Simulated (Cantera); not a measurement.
An isothermal, constant-pressure homogeneous reactor starts with CO : O₂ : H₂O : N₂ = 0.017 : 0.0045 : 0.0011 : 1 (molar parts), equivalence ratio 1.9, at 923 K and 1.01 bar.

Model: GRI-Mech 3.0 (53 species, 325 reactions), integrated in Cantera.

Q: Predict: x(CO) at 60.0 s; x(O₂) at 60.0 s; x(H₂O) at 60.0 s; x(N₂O) at 60.0 s.

A: 
```
Property                                             Value
----------------  ----------------------------------------
x(CO) at 60.0 s     0.0128 (gas-phase equilibrium 0.00720)
x(O₂) at 60.0 s     0.00248 (gas-phase equilibrium <1e-12)
x(H₂O) at 60.0 s  0.00106 (gas-phase equilibrium 0.000424)
x(N₂O) at 60.0 s    1.08e-7 (gas-phase equilibrium <1e-12)
```
